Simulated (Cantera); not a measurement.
A perfectly stirred reactor is fed with H2 : O2 : N2 = 1.7 : 1 : 11 (molar parts), equivalence ratio 0.85, at 750 Torr; it is held at 1350 K, and followed from long to short residence time.

Computed with Cantera and the H2/O2 subset of GRI-Mech 3.0, which has no nitrogen chemistry. The temperature is held fixed by assumption; the heat of reaction is taken as removed at once.

What does this change do: N2 11 to 88 parts?


```csv
quantity,before,after
x(H2) at τ = 12.0 s,2.32e-5,1.68e-5
x(O2) at τ = 12.0 s,0.0117,0.00167
x(H2O2) at τ = 12.0 s,4.25e-8,6.94e-9
x(H) at τ = 12.0 s,6.05e-7,1.35e-6
x(OH) at τ = 12.0 s,7.25e-5,2.78e-5
x(H2) at τ = 31.0 ms,0.00114,0.000626
x(O2) at τ = 31.0 ms,0.0121,0.00196
x(H2O2) at τ = 31.0 ms,7.29e-7,1.17e-7
x(H) at τ = 31.0 ms,0.000211,0.000321
x(OH) at τ = 31.0 ms,0.000521,0.000179
```

What does this change do: H2 1.7 to 0.24 parts?


| quantity | before | after |
|---|---|---|
| x(H2) at τ = 12.0 s | 2.32e-5 | 2.30e-6 |
| x(O2) at τ = 12.0 s | 0.0117 | 0.0726 |
| x(H2O2) at τ = 12.0 s | 4.25e-8 | 7.62e-9 |
| x(H) at τ = 12.0 s | 6.05e-7 | 3.45e-8 |
| x(OH) at τ = 12.0 s | 7.25e-5 | 2.92e-5 |
| x(H2) at τ = 31.0 ms | 0.00114 | 0.000111 |
| x(O2) at τ = 31.0 ms | 0.0121 | 0.0725 |
| x(H2O2) at τ = 31.0 ms | 7.29e-7 | 1.73e-7 |
| x(H) at τ = 31.0 ms | 0.000211 | 1.25e-5 |
| x(OH) at τ = 31.0 ms | 0.000521 | 0.000204 |
